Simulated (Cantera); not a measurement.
A perfectly stirred reactor is fed with CH4 : H2O = 1.8 : 3.3 (molar parts), at 1.01 bar; it is held at 1700 K, and followed from long to short residence time.

Model: GRI-Mech 3.0 (53 species, 325 reactions), integrated in Cantera.

One state of this run: x CH4 = 0.243; x H2O = 0.595; x H2O2 = 1.16e-11; x CO2 = 0.000155; x C2H = 4.64e-8; x O2 = 7.00e-10. x: mole fraction; the columns are a selection and need not sum to one.

Q: Which value of τ (s) does it belong to?
(A) 0.0035
(B) 0.011
(C) 0.98
(D) 3.0

A: A, 0.0035
